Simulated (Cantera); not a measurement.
A closed system holds: 1 mol Si2Cl6, 0.066 mol HCl, 820 mol H2, equilibrated at 1400 K and 1.73 Torr.

Cantera equilibrium calculation (NASA polynomials, part measured and part estimated; ideal gas, pure solids and liquids). Candidate condensed phases: Si; 19 gas species. The feed counts by its element totals alone. Rates play no part.

Base state: H2 0.993, HCl 0.00707, SiCl2 0.000149, H 0.000101 (mole fractions); condensed: Si(s).

Task: What changes in the equilibrium state with this change: temperature from 1400 K to 800 K?

Result: 
```csv
species,before,after
H2,0.993,0.996
HCl,0.00707,0.00206
SiCl4,1.81e-9,0.000990
H,0.000101,<1e-9
SiHCl3,1.80e-8,0.000432
SiH2Cl2,2.69e-8,1.52e-5
"Si(s), mol",1.88,0.809
```
